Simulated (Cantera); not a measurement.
# Catalytic combustion on Pt

An isothermal plug-flow reactor at 675 K and 2.70 bar (inlet), inlet velocity 2.8 m/s, active area per volume 210 1/m; feed 4.75 % H₂, 1.43 % O₂, 93.8 % N₂, equivalence ratio 1.7.

Model: Deutschmann's 1995 Pt surface mechanism with GRI-Mech 3.0 gas chemistry, integrated in Cantera. Catalytic surfaces can have several steady states; this one follows from the mechanism file's or the stated starting coverage. Mass transfer to the wall is taken as infinitely fast.

| z (m) | x H₂ | x O₂ | x H₂O | θ free Pt | θ H* |
|---|---|---|---|---|---|
| 6.5e-05 | 0.0467 | 0.0138 | 0.000859 | 0.839 | 0.161 |
| 0.00011 | 0.0461 | 0.0135 | 0.00144 | 0.840 | 0.160 |
| 0.00018 | 0.0452 | 0.0131 | 0.00232 | 0.841 | 0.159 |
| 0.0003 | 0.0438 | 0.0124 | 0.00378 | 0.843 | 0.157 |
| 0.0005 | 0.0416 | 0.0113 | 0.00604 | 0.846 | 0.154 |
| 0.00084 | 0.0383 | 0.00958 | 0.00947 | 0.850 | 0.149 |
| 0.0014 | 0.0337 | 0.00730 | 0.0141 | 0.857 | 0.142 |
| 0.0023 | 0.0285 | 0.00466 | 0.0195 | 0.865 | 0.134 |
| 0.0039 | 0.0234 | 0.00206 | 0.0247 | 0.874 | 0.125 |
| 0.0065 | 0.0203 | 0.000531 | 0.0278 | 0.880 | 0.119 |
x: gas mole fraction; θ: surface coverage.
